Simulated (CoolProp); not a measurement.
A single-stage vapour-compression cycle with neopentane: evaporating at 278.15 K (dew point), condensing at 340.15 K (bubble point), superheat 10 K, subcooling 2 K, compressor efficiency 0.8, no pressure losses. Each further row changes one setting.

Computed with CoolProp (reference Helmholtz-energy equation of state, Lemmon 2006). It is a short technical equation, of lower accuracy than the large ones.

```csv
case,cooling COP,pressure ratio,discharge temperature (K),refrigerating effect (kJ/kg),volumetric capacity (kJ/m³)
as stated,2.55,6.37,340.1,193,516
evaporating temperature 283.15 K,2.93,5.30,340.1,200,637
condensing temperature 335.15 K,2.91,5.64,336.0,206,551
subcooling 7 K,2.72,6.37,340.1,206,551
superheat 20 K,2.66,6.37,349.4,210,541
compressor efficiency 0.7,2.23,6.37,344.8,193,516
```

The compression ends wet for: as stated; evaporating temperature 283.15 K; subcooling 7 K.
